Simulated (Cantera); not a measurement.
Standard-state values (1 bar) from the NASA 1993 polynomials, evaluated with Cantera. Values are per mole of reaction as written; species without (g) are pure solids or liquids, kept so even where they would boil at 1 bar.

2 HBO₂(g) + 5 N₂(g) = 2 BN + 4 N₂O(g) + H₂(g)

```
T (K)  ΔH° (kJ)  ΔS° (J/K)  ΔG° (kJ)  log10 K
-----  --------  ---------  --------  -------
823         [?]        [?]       [?]      [?]
873       960.6     -374.1    1287.2   -77.02
923       962.7     -371.8    1305.9   -73.90
973       964.8     -369.6    1324.4   -71.10
1023      967.0     -367.4    1342.8   -68.56
1073      969.1     -365.4    1361.2   -66.26
1123      971.3     -363.3    1379.4   -64.16
1173      973.6     -361.4    1397.5   -62.23
1223      975.8     -359.6    1415.5   -60.46
1273      978.0     -357.8    1433.5   -58.82
1323        [?]        [?]       [?]      [?]
```

Task: Some entries are withheld; supply them.

Result: 
- 823, ΔH° (kJ): 958.6
- 823, ΔS° (J/K): -376.5
- 823, ΔG° (kJ): 1268.5
- 823, log10 K: -80.51
- 1323, ΔH° (kJ): 980.2
- 1323, ΔS° (J/K): -356.1
- 1323, ΔG° (kJ): 1451.3
- 1323, log10 K: -57.30
